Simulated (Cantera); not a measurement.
Equilibrium for boron, boron nitride and boron oxide: BCl3 + H2O

Feed: 1 mol BCl3, a varied amount of H2O, held at 1248 K and 165 Torr.

Method: chemical equilibrium by Gibbs-energy minimisation in Cantera with the NASA 1993 tables (ideal gas, pure condensed phases). Candidate condensed phases: B, B2O3, B3O3H3, H2O; 33 gas species. The tables' values for BOCl are old estimates; treat these amounts as uncertain. Gases not in the tables: H3BO3. Equilibrium is a limit: real reactors are often held back by kinetics, nucleation or transport.

| n(H2O) (mol) | x HCl | x H2O | x BCl3 | x B3O3Cl3 | n B2O3(l) |
|---|---|---|---|---|---|
| 0.71 | 0.729 | 7.77e-6 | 0.209 | 0.0610 | 0.118 |
| 1 | 0.857 | 1.64e-5 | 0.111 | 0.0322 | 0.258 |
| 1.4 | 0.976 | 7.14e-5 | 0.0180 | 0.00525 | 0.451 |
| 2 | 0.857 | 0.142 | 1.38e-7 | 4.01e-8 | 0.496 |
| 2.9 | 0.681 | 0.316 | 2.08e-8 | 6.07e-9 | 0.490 |
| 4.1 | 0.535 | 0.461 | 5.74e-9 | 1.67e-9 | 0.481 |
| 5.8 | 0.411 | 0.584 | 1.81e-9 | 5.29e-10 | 0.468 |
| 8.3 | 0.306 | 0.688 | 5.87e-10 | 1.71e-10 | 0.447 |
x: gas mole fraction; n: condensed amount in mol.

From 0.71 mol H2O to 8.3 mol H2O the condensed part is B2O3(l). The share of B in condensed phases is highest at 2 mol H2O (99.3 %) and lowest at 0.71 mol H2O (23.6 %).
